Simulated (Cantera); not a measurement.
A closed system holds: 1 mol Si2H6, 37 mol N2O, at 948.15 K and 5.70 mbar.

Method: chemical equilibrium by Gibbs-energy minimisation in Cantera with the NASA 1993 tables (ideal gas, pure condensed phases). Candidate condensed phases: H2O, Si, SiO2, Si2N2O, Si3N4; 35 gas species. The feed counts by its element totals alone. The numbers say what is thermodynamically allowed, not how fast it happens.

Base state: N2 0.673, O2 0.273, H2O 0.0545, NO 1.81e-5 (mole fractions); condensed: SiO2(β-quartz).

Q: What changes in the equilibrium state with this change: Si2H6 replaced by SiH2Cl2?

A: 
| species | before | after |
|---|---|---|
| N2 | 0.673 | 0.656 |
| O2 | 0.273 | 0.308 |
| HCl | 0 | 0.0275 |
| H2O | 0.0545 | 0.00401 |
| Cl2 | 0 | 0.00394 |
| Cl | 0 | 0.000143 |
| NO | 1.81e-5 | 1.90e-5 |
| SiO2(β-quartz), mol | 2.00 | 1.00 |
Further candidate phases: NH4Cl.
